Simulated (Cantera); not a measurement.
# Equilibrium for silicon oxide and oxynitride deposition: SiF4 + NO

Input: 1 mol SiF4, 14 mol NO, held at 1400 Pa.

Equilibrium computed with Cantera from the NASA thermochemical tables; the gas is ideal and each condensed phase is pure. Candidate condensed phases: Si, SiO2, Si2N2O, Si3N4; 28 gas species. The tables' values for SiF3 are old estimates; treat these amounts as uncertain. The tables hold silica as quartz up to 1696 K and as liquid above; real silica turns to tridymite and cristobalite and melts near 1996 K. Rates play no part.

From 1625 K to 1700 K nothing is condensed. From 1725 K to 1775 K the condensed part is SiO2(condensed). The main Si-bearing gas is SiF4 throughout.

| T (K) | x N2 | x O2 | x SiF4 | x NO | n SiO2(condensed) |
|---|---|---|---|---|---|
| 1625 | 0.465 | 0.465 | 0.0667 | 0.00246 | 0 |
| 1650 | 0.465 | 0.465 | 0.0667 | 0.00273 | 0 |
| 1675 | 0.465 | 0.465 | 0.0666 | 0.00301 | 0 |
| 1700 | 0.465 | 0.465 | 0.0666 | 0.00331 | 0 |
| 1725 | 0.465 | 0.465 | 0.0666 | 0.00364 | 0.000106 |
| 1750 | 0.465 | 0.464 | 0.0666 | 0.00398 | 0.000133 |
| 1775 | 0.464 | 0.464 | 0.0666 | 0.00435 | 0.000165 |
x: gas mole fraction; n: condensed amount in mol.
